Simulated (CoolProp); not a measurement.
Vapour-liquid equilibrium of ethanol (1) + dimethyl carbonate (2) at 155 kPa; x and y are mole fractions of (1).

The numbers come from the multi-fluid Helmholtz-energy mixture model, Schroeder 2014 and Zhou 2011; pair parameters Bell 2016 in CoolProp.

Problem. Give the bubble temperature and the first vapour's composition at x = 0.05, 0.275, 0.8. Is there an azeotrope?

Solution. x = 0.05: 372.6 K, y = 0.163; x = 0.275: 363.1 K, y = 0.485; x = 0.8: 359.9 K, y = 0.761. y crosses x between x = 0.65 and 0.725: the model has an azeotrope there.

Pair parameters are fitted to limited data, so mixtures are less certain than the pure fluids.
